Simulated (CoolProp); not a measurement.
Properties of hydrogen chloride at several states (Tc = 324.7 K, pc = 8.314 MPa, ω = 0.130).

Computed with CoolProp (reference Helmholtz-energy equation of state, Thol 2018).

```json
[
 {"T (K)": "442.6", "p (MPa)": "0.0193", "phase": "gas", "density (kg/m³)": "0.1913", "cp (kJ/(kg K))": "(withheld)", "isothermal compressibility (1/MPa)": "51.83"},
 {"T (K)": "493.3", "p (MPa)": "0.0204", "phase": "gas", "density (kg/m³)": "0.1814", "cp (kJ/(kg K))": "(withheld)", "isothermal compressibility (1/MPa)": "49.03"},
 {"T (K)": "184.8", "p (MPa)": "1.12", "phase": "liquid", "density (kg/m³)": "(withheld)", "cp (kJ/(kg K))": "1.656", "isothermal compressibility (1/MPa)": "(withheld)"},
 {"T (K)": "536.8", "p (MPa)": "0.0106", "phase": "gas", "density (kg/m³)": "0.08660", "cp (kJ/(kg K))": "0.8059", "isothermal compressibility (1/MPa)": "94.35"}
]
```

**Question.** Complete the blanks.

**Answer.** 
- 442.6, cp (kJ/(kg K)): 0.8014
- 493.3, cp (kJ/(kg K)): 0.8034
- 184.8, density (kg/m³): 1195
- 184.8, isothermal compressibility (1/MPa): 0.001070
